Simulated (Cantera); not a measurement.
Cantera with NASA thermochemical tables; ideal gases at 1 bar, condensed phases pure. Values are per mole of reaction as written; species without (g) are pure solids or liquids, kept so even where they would boil at 1 bar.

### Question
Between 1225 and 1625 K, where is each reaction favourable under standard conditions?
- 2 Pb + CO2(g) → C + 2 PbO

### Answer
- 2 Pb + CO2(g) → C + 2 PbO: ΔG° is 199 kJ at 1225 K and 256 kJ at 1625 K; it stays positive (K < 1). ΔH° is 32 kJ and ΔS° -138 J/K at 1625 K.
